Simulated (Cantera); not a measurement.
Input: 1 mol Si, 0.0038 mol H2O, 97 mol N2, equilibrated at 10.0 mbar.

These are equilibrium values from Cantera (NASA tables, ideal gas, pure condensed phases), not measurements of a reactor. Candidate condensed phases: H2O, Si, SiO2, Si2N2O, Si3N4; 35 gas species. The tables' values for SiN are old estimates; treat these amounts as uncertain. The numbers say what is thermodynamically allowed, not how fast it happens. All values below are at 1900 K.

Base state: N2 0.999, Si 0.00126, Si2N 6.10e-5, SiN 4.22e-5, SiO 3.91e-5, H 3.62e-5, H2 2.08e-5, Si2 1.01e-5 (mole fractions); condensed: Si(l).

What changes in the equilibrium state with this change: N2 from 97 to 2.2 mol?


```csv
species,before,after
N2,0.999,0.995
SiO,3.91e-5,0.00172
H2,2.08e-5,0.00156
H,3.62e-5,0.000313
SiN,4.22e-5,4.21e-5
Si2N,6.10e-5,6.09e-5
"Si(l), mol",0.855,0.993
```
